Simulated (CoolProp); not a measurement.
n-decane at 412.64 K and 0.0295 MPa flows at 0.094 m/s in a round tube of 2 mm bore and 1.5 µm roughness, fully developed (64/Re and Nu = 3.66 if laminar; Colebrook and Gnielinski if turbulent). Each further row changes one setting.

Values from CoolProp's reference Helmholtz-energy equation of state, Lemmon 2006. It is a short technical equation, of lower accuracy than the large ones.

| case | Reynolds number | Darcy friction factor | pressure drop (Pa/m) | heat-transfer coefficient (W/(m² K)) | mass flow (kg/h) |
|---|---|---|---|---|---|
| as stated | 32.9 | (withheld) | (withheld) | 33.1 | 0.00133 |
| velocity 0.188 m/s | 65.8 | 0.973 | (withheld) | 33.1 | 0.00267 |
| diameter 4 mm | 65.8 | 0.973 | 1.35 | 16.5 | 0.00533 |

Problem. Complete the blanks.

Solution. 
- as stated, Darcy friction factor: 1.95
- as stated, pressure drop (Pa/m): 5.39
- velocity 0.188 m/s, pressure drop (Pa/m): 10.8

Viscosity comes from a separate model (Huber 2004). Thermal conductivity comes from a separate model (Huber 2005).
